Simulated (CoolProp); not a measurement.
CHF3 (R23) along the isotherm -109.45 °C: density (kg/m³) from the reference equation and from simpler models built on Tc = 26.1 °C, pc = 4.832 MPa, ω = 0.263; each cubic takes its own stable root.

Computed with CoolProp (reference Helmholtz-energy equation of state, Penoncello 2003).

| p (MPa) | phase | reference |
|---|---|---|
| 4.83 | liquid | 1555 |
| 9.66 | liquid | 1563 |
| 14.5 | liquid | 1570 |
| 19.3 | liquid | 1577 |
| 24.2 | liquid | 1585 |
| 29 | liquid | 1591 |
| 33.8 | liquid | 1598 |
| 38.7 | liquid | 1604 |
| 43.5 | liquid | 1610 |
| 48.3 | liquid | 1616 |

Task: How far does each simpler model (Redlich-Kwong, Soave-Redlich-Kwong) lie from the reference over these 10 states: mean and median of the absolute difference, and the worst?

Result: 
- Redlich-Kwong: mean 16.2 %, median 16.1 %, worst -16.8 % at -109.45 °C and 4.83 MPa
- Soave-Redlich-Kwong: mean 14.7 %, median 14.7 %, worst -14.8 % at -109.45 °C and 48.3 MPa
